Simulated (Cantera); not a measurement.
Feed: 1 mol CF4, 0.18 mol Si, 2.4 mol F2, at 13300 Pa.

These are equilibrium values from Cantera (NASA tables, ideal gas, pure condensed phases), not measurements of a reactor. Candidate condensed phases: C, Si, SiC; 23 gas species. Gases not in the tables: C2F6 and larger saturated fluorocarbons. Kinetics and transport are ignored. All values below are at 2177 °C.

Base state: F 0.779, CF4 0.180, SiF4 0.0338, CF2 0.00539, CF3 0.00224, F2 5.80e-5 (mole fractions); condensed: gas only.

Q: What changes in the equilibrium state with this change: F2 from 2.4 to 0.43 mol?

A: 
| species | before | after |
|---|---|---|
| CF4 | 0.180 | 0.481 |
| F | 0.779 | 0.298 |
| SiF4 | 0.0338 | 0.107 |
| CF2 | 0.00539 | 0.0986 |
| CF3 | 0.00224 | 0.0157 |
| CF | 8.92e-6 | 0.000427 |
| SiF3 | 8.18e-6 | 6.79e-5 |
| F2 | 5.80e-5 | 8.48e-6 |
The tables' values for SiF3 are old estimates; treat these amounts as uncertain.
